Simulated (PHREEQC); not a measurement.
Dissolve 0.13 mol/kgw HF, 2.5e-05 mol/kgw NH4F and 0.0365 mol/kgw (NH4)2SiF6 at 20 °C. Closed to the air; pH follows from the charge balance.

All values are PHREEQC results (ion-association model, phreeqc.dat), not measurements.

Question: The ionic strength comes out as 0.123 mol/kgw. What activity coefficients do HF2-, SiF6-2, F-, H+, NH4+ get?

Answer: HF2- 0.77, SiF6-2 0.35, F- 0.75, H+ 0.82, NH4+ 0.73.

This is a speciation only: nothing precipitates in the calculation. SiF6-2 is the database's only silicon fluoride.
